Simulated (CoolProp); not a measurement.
Vapour-liquid equilibrium of R22 (1) + R113 (2) at -26.35 °C; x and y are mole fractions of (1).

Values from CoolProp's multi-fluid Helmholtz-energy mixture model, Kamei 1995 and Marx 1992; pair parameters Bell 2016.

| x | bubble pressure, mixture model (bar) | bubble pressure, Raoult's law (bar) | y, mixture model | y, Raoult's law |
|---|---|---|---|---|
| 0.05 | [?] | 0.1291 | 0.783 | 0.739 |
| 0.2 | 0.5290 | 0.4098 | 0.944 | 0.931 |
| 0.35 | 0.8646 | 0.6905 | 0.971 | 0.967 |
| 0.5 | 1.139 | 0.9713 | 0.982 | 0.982 |
| 0.65 | 1.365 | 1.252 | [?] | 0.990 |
| 0.8 | [?] | 1.533 | 0.993 | 0.995 |
| 0.95 | 1.814 | 1.813 | 0.998 | 0.999 |

**Question.** What belongs in the gaps?

**Answer.** 
- 0.05, bubble pressure, mixture model (bar): 0.1567
- 0.65, y, mixture model: 0.988
- 0.8, bubble pressure, mixture model (bar): 1.576

The largest gap from Raoult's law is +29.1 % in bubble pressure, at x = 0.2. No azeotrope shows between x = 0.05 and 0.95.

Pair parameters are fitted to limited data, so mixtures are less certain than the pure fluids.
